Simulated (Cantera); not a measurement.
**Thermodynamics of hydrogen reduction and annealing atmospheres, feed V2O3 + H2 + H2O**

Input: 1 mol V2O3, a varied amount of H2, 2.2 mol H2O, held at 1400 °C and 0.00200 bar.

Cantera equilibrium calculation (NASA polynomials, part measured and part estimated; ideal gas, pure solids and liquids). Candidate condensed phases: H2O, V, VO, V2O3, V2O4, V2O5; 12 gas species. Mutual solubility and eutectic melting of coexisting phases are not modelled. VO: taken at fixed stoichiometry. Condensed phases not in the tables: the oxides between V2O3 and V2O5 other than VO2. Kinetics and transport are ignored.

```
n(H2) (mol)   x H2    x H2O      x H    x VO2     x VO     x OH      x V  n VO(s)  n V2O3(s)
-----------  -----  -------  -------  -------  -------  -------  -------  -------  ---------
320          0.989  0.00855  0.00254  1.51e-5  2.14e-6  1.06e-6  1.78e-8     1.12      0.436
500          0.991  0.00635  0.00254  1.12e-5  2.14e-6  7.83e-7  2.39e-8     1.99          0
670          0.993  0.00475  0.00254  8.34e-6  2.14e-6  5.85e-7  3.21e-8     1.99          0
840          0.994  0.00379  0.00254  6.65e-6  2.14e-6  4.66e-7  4.03e-8     1.99          0
1000         0.994  0.00318  0.00254  5.58e-6  2.14e-6  3.92e-7  4.79e-8     1.99          0
1200         0.995  0.00265  0.00254  4.65e-6  2.14e-6  3.27e-7  5.75e-8     1.99          0
1400         0.995  0.00228  0.00254  3.99e-6  2.14e-6  2.80e-7  6.71e-8     1.99          0
1500         0.995  0.00212  0.00254  3.72e-6  2.14e-6  2.61e-7  7.19e-8     1.99          0
1700         0.996  0.00187  0.00254  3.28e-6  2.14e-6  2.31e-7  8.15e-8     1.99          0
1900         0.996  0.00168  0.00254  2.94e-6  2.14e-6  2.06e-7  9.11e-8     1.99          0
2100         0.996  0.00152  0.00254  2.66e-6  2.14e-6  1.87e-7  1.01e-7     1.99          0
```
x: gas mole fraction; n: condensed amount in mol.

At 320 mol H2 the condensed part is VO(s) + V2O3(s). From 500 mol H2 to 2100 mol H2 the condensed part is VO(s). The main V-bearing gas is VO2 throughout.
